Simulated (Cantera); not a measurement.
**Equilibrium for boron, boron nitride and boron oxide: BF3 + H2O + N2**

Input: 1 mol BF3, 0.29 mol H2O, 1 mol N2, at 0.100 bar.

Equilibrium computed with Cantera from the NASA thermochemical tables; the gas is ideal and each condensed phase is pure. Candidate condensed phases: B, BN, B2O3, B3O3H3, H2O; 62 gas species. The tables' values for BF2 are old estimates; treat these amounts as uncertain. Gases not in the tables: H3BO3. Kinetics and transport are ignored.

From 750 K to 2400 K nothing is condensed.

```
T (K)   x N2  x BF3    x HF     x BOF     x H2O  x B3O3F3
-----  -----  -----  ------  --------  --------  --------
750    0.432  0.399  0.0668   6.32e-8    0.0913    0.0106
900    0.429  0.378   0.103   1.04e-5    0.0727    0.0170
1050   0.427  0.359   0.136  0.000384    0.0557    0.0224
1200   0.423  0.342   0.162   0.00548    0.0414    0.0250
1350   0.412  0.322   0.182    0.0369    0.0276    0.0172
1500   0.395  0.294   0.203    0.0925    0.0118   0.00214
1650   0.389  0.280   0.219     0.108   0.00307   6.67e-5
1800   0.388  0.276   0.223     0.111  0.000806   2.75e-6
1950   0.388  0.275   0.224     0.112  0.000249   1.79e-7
2100   0.387  0.275   0.224     0.112   9.02e-5   1.73e-8
2250   0.387  0.274   0.224     0.112   3.74e-5   2.29e-9
2400   0.386  0.271   0.224     0.111   1.73e-5  3.92e-10
```
x: gas mole fraction; nothing condenses.
